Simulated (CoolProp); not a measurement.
A closed Brayton cycle with dry air: compressor inlet 333.15 K and 4.8 MPa, high pressure 13.7 MPa, turbine inlet 820 K, compressor efficiency 0.85, turbine efficiency 0.85, recuperator effectiveness 0.8 (on enthalpy, no pinch check). Each further row changes one setting.

The numbers come from the reference Helmholtz-energy equation of state, Lemmon 2000 in CoolProp. It is a pseudo-pure fit of the blend.

```tsv
case	thermal efficiency (%)	net work (kJ/kg)	compressor to turbine work	compressor exit (K)	turbine exit (K)
as stated	20.8	47.9	0.75	470.8	650.5
turbine inlet 770 K	17.2	36.2	0.80	470.8	609.2
compressor inlet 343.15 K	…	43.5	…	…	650.5
high pressure 11.6 MPa	…	…	0.71	…	…
recuperator effectiveness 0.5	16.6	47.9	0.75	470.8	650.5
```

Problem. What belongs in the gaps?

Solution. 
- compressor inlet 343.15 K, thermal efficiency (%): 19.1
- compressor inlet 343.15 K, compressor to turbine work: 0.77
- compressor inlet 343.15 K, compressor exit (K): 484.6
- high pressure 11.6 MPa, thermal efficiency (%): 21.8
- high pressure 11.6 MPa, net work (kJ/kg): 46.7
- high pressure 11.6 MPa, compressor exit (K): 446.2
- high pressure 11.6 MPa, turbine exit (K): 674.7
